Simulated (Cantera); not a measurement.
## Adiabatic ignition

An adiabatic, constant-pressure homogeneous reactor starts with 1.17 % CH4, 0.0715 % C2H6, 1.29 % C3H8, 18.3 % O2, 68.8 % N2, 10.4 % H2O, at 1750 K and 31000 Pa.

Detailed kinetics in Cantera: GRI-Mech 3.0 (53 species, 325 reactions). GRI-Mech 3.0 was tuned for natural gas; its chemistry of propane as a main component is partial and can be far from experiment.

```
t (s)     T (K)     x CH4    x C2H6   x C3H8  x H2O    x C2H4
--------  -----  --------  --------  -------  -----  --------
1.00e-6    1747    0.0117  0.000706   0.0126  0.104  0.000102
4.27e-6    1736    0.0116  0.000663   0.0111  0.104   0.00127
1.82e-5    1730    0.0105  0.000607  0.00459  0.107   0.00715
7.77e-5    2118  2.13e-11    <1e-12   <1e-12  0.147    <1e-12
0.000331   2225    <1e-12    <1e-12   <1e-12  0.148    <1e-12
0.00141    2395    <1e-12    <1e-12   <1e-12  0.159    <1e-12
0.00603    2446    <1e-12    <1e-12   <1e-12  0.162    <1e-12
0.0257     2441    <1e-12    <1e-12   <1e-12  0.163    <1e-12
0.110      2434    <1e-12    <1e-12   <1e-12  0.163    <1e-12
0.469      2433    <1e-12    <1e-12   <1e-12  0.163    <1e-12
2.00       2433    <1e-12    <1e-12   <1e-12  0.163    <1e-12
```
x: mole fraction; the columns are a selection and need not sum to one.

```yaml
time_of_steepest_temperature_rise: 42.4 µs
temperature at 2.00 s: 2433 K
equilibrium_temperature: 2433 K
x(CH4) at 2.00 s: <1e-12 (gas-phase equilibrium <1e-12)
x(C2H6) at 2.00 s: <1e-12 (gas-phase equilibrium <1e-12)
x(C3H8) at 2.00 s: <1e-12 (gas-phase equilibrium <1e-12)
```
